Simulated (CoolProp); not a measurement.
Vapour-liquid equilibrium of R22 (1) + R142b (2) at 205.9 K; x and y are mole fractions of (1).

The numbers come from the multi-fluid Helmholtz-energy mixture model, Kamei 1995 and Lemmon 2006; pair parameters Bell 2016 in CoolProp.

```csv
x,bubble pressure (bar),y at the bubble point,dew pressure at overall composition x (bar),liquid density (mol/L)
0.05,0.05282,0.225,0.04487,13.28
0.125,0.06690,0.434,0.04797,13.53
0.2,0.08057,0.569,0.05151,13.78
0.275,0.09415,0.664,0.05562,14.05
0.35,0.1079,0.737,0.06042,14.33
0.425,0.1220,0.794,0.06610,14.61
0.5,0.1366,0.841,0.07294,14.91
0.575,0.1517,0.879,0.08132,15.22
0.65,0.1673,0.911,0.09182,15.53
0.725,0.1834,0.938,0.1054,15.86
0.8,0.1998,0.960,0.1236,16.20
0.875,0.2164,0.978,0.1498,16.55
0.95,0.2328,0.992,0.1922,16.91
```

No azeotrope shows between x = 0.05 and 0.95.

Pair parameters are fitted to limited data, so mixtures are less certain than the pure fluids.
